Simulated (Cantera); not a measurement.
Feed: 1 mol MgO, 6.9 mol HF, 7.9 mol N2, held at 1700 K and 0.133 bar.

These are equilibrium values from Cantera (NASA tables, ideal gas, pure condensed phases), not measurements of a reactor. Candidate condensed phases: H2O, Mg, MgF2, MgO, Mg(OH)2; 50 gas species. Mutual solubility and eutectic melting of coexisting phases are not modelled. Rates play no part.

Base state: N2 0.560, HF 0.374, H2O 0.0573, MgF2 0.00851, H2 0.000304, O2 0.000108, OH 6.86e-5, NO 5.55e-5 (mole fractions); condensed: MgF2(l) + MgO(s).

**Question.** What changes in the equilibrium state with this change: pressure from 0.133 bar to 3.40 mbar?

**Answer.** 
```json
[
 {"species": "N2", "before": "0.560", "after": "0.534"},
 {"species": "HF", "before": "0.374", "after": "0.416"},
 {"species": "MgF2", "before": "0.00851", "after": "0.0249"},
 {"species": "H2O", "before": "0.0573", "after": "0.0243"},
 {"species": "MgF", "before": "1.01e-6", "after": "2.27e-5"},
 {"species": "O", "before": "1.27e-6", "after": "1.14e-5"},
 {"species": "MgF2(l), mol", "before": "0.694", "after": "0"},
 {"species": "MgO(s), mol", "before": "0.186", "after": "0.631"}
]
```

**Question.** What changes in the equilibrium state with this change: temperature from 1700 K to 1100 K?

**Answer.** 
```csv
species,before,after
N2,0.560,0.572
HF,0.374,0.355
H2O,0.0573,0.0725
MgF2,0.00851,7.13e-9
OH,6.86e-5,3.09e-8
NO,5.55e-5,7.55e-8
"MgF2(l), mol",0.694,0
"MgO(s), mol",0.186,0
"MgF2(s), mol",0,1.00
```
